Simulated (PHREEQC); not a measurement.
Alkaline etch or developer

Consider water at 15 °C with 0.055 mol/kgw KOH and 7.9e-07 mol/kgw H4SiO4. Closed to the air; pH follows from the charge balance.

All values are PHREEQC results (ion-association model, wateq4f.dat), not measurements.

This is a speciation only: nothing precipitates in the calculation.

**Question.** Predict the pH.

**Answer.** pH 12.99.

**Question.** In which forms is Si present?

**Answer.** H3SiO4- 63 %, H2SiO4-2 37 % of the Si.
